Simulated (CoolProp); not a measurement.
Vapour-liquid equilibrium of propylene (1) + acetone (2) at 274 K; x and y are mole fractions of (1).

Computed with CoolProp (multi-fluid Helmholtz-energy mixture model, Lemmon 2013 and Lemmon 2006; pair parameters Bell 2016).

| x | bubble pressure, mixture model (bar) | bubble pressure, Raoult's law (bar) | y, mixture model | y, Raoult's law |
|---|---|---|---|---|
| 0.05 | 0.8224 | 0.3919 | 0.884 | 0.764 |
| 0.15 | 2.130 | 0.9812 | 0.957 | 0.916 |
| 0.25 | 3.138 | 1.571 | 0.972 | 0.954 |
| 0.35 | 3.826 | 2.160 | 0.978 | 0.971 |
| 0.45 | 4.257 | 2.749 | 0.981 | 0.981 |
| 0.55 | 4.529 | 3.339 | 0.983 | 0.987 |
| 0.65 | 4.737 | 3.928 | 0.984 | 0.991 |
| 0.75 | 4.961 | 4.517 | 0.986 | 0.995 |
| 0.85 | 5.264 | 5.107 | 0.990 | 0.997 |
| 0.95 | 5.703 | 5.696 | 0.996 | 0.999 |

The largest gap from Raoult's law is +117.1 % in bubble pressure, at x = 0.15. No azeotrope shows between x = 0.05 and 0.95.

Pair parameters are fitted to limited data, so mixtures are less certain than the pure fluids. With so large a gap from Raoult's law the liquid may split in two, which this calculation doesn't test in full.
